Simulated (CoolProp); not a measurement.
A simple Rankine cycle with water: condensing at 305.15 K, boiler at 0.147 MPa, turbine inlet 534 K, turbine efficiency 0.6, pump efficiency 0.7, no recuperator. Each further row changes one setting.

Computed with CoolProp (reference Helmholtz-energy equation of state, Wagner 2002).

```json
[
 {"case": "as stated", "thermal efficiency (%)": "12.4", "net work (kJ/kg)": "356", "heat in (kJ/kg)": "2860", "turbine exit temperature (K)": "347.2", "volume ratio over the turbine": "20.2"},
 {"case": "turbine inlet 554 K", "thermal efficiency (%)": "12.6", "net work (kJ/kg)": "366", "heat in (kJ/kg)": "2900", "turbine exit temperature (K)": "362.8", "volume ratio over the turbine": "20.3"},
 {"case": "condensing temperature 297.15 K", "thermal efficiency (%)": "13.5", "net work (kJ/kg)": "391", "heat in (kJ/kg)": "2890", "turbine exit temperature (K)": "328.0", "volume ratio over the turbine": "30.4"},
 {"case": "boiler pressure 0.103 MPa", "thermal efficiency (%)": "11.4", "net work (kJ/kg)": "326", "heat in (kJ/kg)": "2860", "turbine exit temperature (K)": "363.5", "volume ratio over the turbine": "14.8"},
 {"case": "turbine efficiency 0.5", "thermal efficiency (%)": "10.4", "net work (kJ/kg)": "296", "heat in (kJ/kg)": "2860", "turbine exit temperature (K)": "378.5", "volume ratio over the turbine": "22.0"}
]
```
